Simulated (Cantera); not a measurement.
Input (Python, Cantera) and output of one run.

```python
import numpy as np
import cantera as ct

gas_names = """
    CL CL2 H HCL H2 N NH NH2 NH3 N2 N2H2 N2H4 Si SiCL SiCL2 SiCL3 SiCL4 SiH SiHCL3 SiH2 SiH2CL2 SiH3
    SiH3CL SiH4 SiN Si2 Si2N Si3
""".split()
cond_names = """
    NH4CL(a) NH4CL(b) Si(cr) Si(L) Si3N4(a)
""".split()


# ... load() reads the species with a 1 bar reference pressure and builds the phases ...
atoms = {
    'SiCl4': {'Si': 1, 'CL': 4},
    'NH3': {'N': 1, 'H': 3},
    'H2': {'H': 2},
}
top_T = {'Si3N4(a)': 2400}  # K; cautious upper limits of use, not melting points


# ... equilibrate(T, P, feed) seeds the gas with the atoms and calls Mixture.equilibrate('TP', solver="vcs", rtol=1e-11, max_steps=5000) ...
results = []
feed = {'SiCl4': 1, 'NH3': 2.1, 'H2': 24}  # mol
P = 1600  # Pa
for T in [725, 825, 925, 1025, 1125, 1225, 1325, 1425]:
    mix = equilibrate(T, P, feed)
    results.append((T, P, feed, dict(zip(mix.species_names, mix.species_moles))))
    x = sorted(zip(gas.X, gas.species_names), reverse=True)
    print(f"T = {T:g} K  P = {P:g} Pa  gas = {mix.phase_moles(0):.4g} mol")
    print("   x: " + "  ".join(f"{s} {v:.3e}" for v, s in x if v > 1e-05))
    print("   condensed (mol): " + ("  ".join(f"{mix.phase(i).name} {mix.phase_moles(i):.4g}"
          for i in range(1, mix.n_phases) if mix.phase_moles(i) > 1e-12) or "none"))
```

Output:

```
T = 725 K  P = 1600 Pa  gas = 29.51 mol
   x: H2 8.566e-01  HCL 1.267e-01  N2 1.446e-02  SiCL4 2.215e-03  NH3 1.045e-05
   condensed (mol): Si3N4(a) 0.3115
T = 825 K  P = 1600 Pa  gas = 29.52 mol
   x: H2 8.544e-01  HCL 1.305e-01  N2 1.382e-02  SiCL4 1.251e-03  SiHCL3 1.013e-05
   condensed (mol): Si3N4(a) 0.3209
T = 925 K  P = 1600 Pa  gas = 29.53 mol
   x: H2 8.534e-01  HCL 1.323e-01  N2 1.352e-02  SiCL4 7.798e-04  SiHCL3 1.828e-05
   condensed (mol): Si3N4(a) 0.3255
T = 1025 K  P = 1600 Pa  gas = 29.53 mol
   x: H2 8.528e-01  HCL 1.332e-01  N2 1.336e-02  SiCL4 5.290e-04  SiHCL3 2.910e-05
   condensed (mol): Si3N4(a) 0.3278
T = 1125 K  P = 1600 Pa  gas = 29.53 mol
   x: H2 8.526e-01  HCL 1.337e-01  N2 1.330e-02  SiCL4 3.825e-04  SiHCL3 4.237e-05  SiCL3 2.626e-05  SiCL2 2.219e-05
   condensed (mol): Si3N4(a) 0.3287
T = 1225 K  P = 1600 Pa  gas = 29.53 mol
   x: H2 8.525e-01  HCL 1.334e-01  N2 1.341e-02  SiCL4 2.850e-04  SiCL2 2.199e-04  SiCL3 8.903e-05  SiHCL3 5.682e-05
   condensed (mol): Si3N4(a) 0.3269
T = 1325 K  P = 1600 Pa  gas = 29.56 mol
   x: H2 8.530e-01  HCL 1.308e-01  N2 1.425e-02  SiCL2 1.422e-03  SiCL3 2.286e-04  SiCL4 1.995e-04  SiHCL3 6.663e-05  H 1.194e-05
   condensed (mol): Si3N4(a) 0.3144
T = 1425 K  P = 1600 Pa  gas = 29.65 mol
   x: H2 8.549e-01  HCL 1.216e-01  N2 1.714e-02  SiCL2 5.745e-03  SiCL3 3.961e-04  SiCL4 1.074e-04  SiHCL3 5.909e-05  H 4.986e-05
   condensed (mol): Si3N4(a) 0.2709
```

Equilibrium computed with Cantera from the NASA thermochemical tables; the gas is ideal and each condensed phase is pure. The tables' values for SiCl3 are old estimates; treat these amounts as uncertain.
